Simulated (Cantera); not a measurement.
Mixture: 13.0 % CO, 4.81 % H₂, 1.56 % CH₄, 17.1 % O₂, 63.5 % N₂, equivalence ratio 0.70, at 500000 Pa, adiabatic and at constant volume. Ignition delay is the time to a rise of 400 K.

Model: GRI-Mech 3.0 (53 species, 325 reactions), integrated in Cantera.

Problem. At T0 = 1300 K, what is the delay, and which 8 reactions control it most (d ln τ / d ln k, from doubling and halving each rate constant)?

Solution. The delay is 22.4 µs.
```tsv
reaction	d ln τ / d ln k	faster rate
H + O2 <=> O + OH	-1.26	shortens it
H2 + O <=> H + OH	-0.34	shortens it
H2 + OH <=> H + H2O	-0.32	shortens it
CH4 + OH <=> CH3 + H2O	0.31	lengthens it
H + O2 + N2 <=> HO2 + N2	0.31	lengthens it
CH4 + H <=> CH3 + H2	0.23	lengthens it
CH3 + H (+M) <=> CH4 (+M)	0.13	lengthens it
H + O2 + M <=> HO2 + M	0.13	lengthens it
```
